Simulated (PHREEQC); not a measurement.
Make-up at 55 °C: 0.0097 mol FeCl3, 0.00011 mol CuCl2 and 0.00053 mol HCl per kg of water. Closed to the air; pH follows from the charge balance.

All values are PHREEQC results (ion-association model, phreeqc.dat), not measurements.

```json
{
 "pH": "2.20",
 "ionic_strength": "0.0448 mol/kgw",
 "total_alkalinity": "-19.9 meq/kg"
}
```

```
species     molality  activity   log γ
----------  --------  --------  ------
Cl-           0.0283    0.0230  -0.090
H+           0.00746   0.00635  -0.070
FeOH+2       0.00437   0.00201  -0.338
Fe+3         0.00169  0.000397  -0.629
FeCl+2       0.00143  0.000655  -0.338
Fe2(OH)2+4  0.000870   3.52e-5  -1.393
Fe(OH)2+    0.000356  0.000294  -0.083
Cu+2         9.65e-5   4.61e-5  -0.321
FeCl2+       3.45e-5   2.84e-5  -0.084
Fe3(OH)4+5   2.63e-5   1.75e-7  -2.177
```

This is a speciation only: nothing precipitates in the calculation. Examples of supersaturated solids here: Hematite (slow to form), Goethite (slow to form). Others may be too. Complexes and solids missing from the database can't appear. Away from 25 °C the constants follow the database's enthalpies or fits; those with neither stay at their 25 °C values.
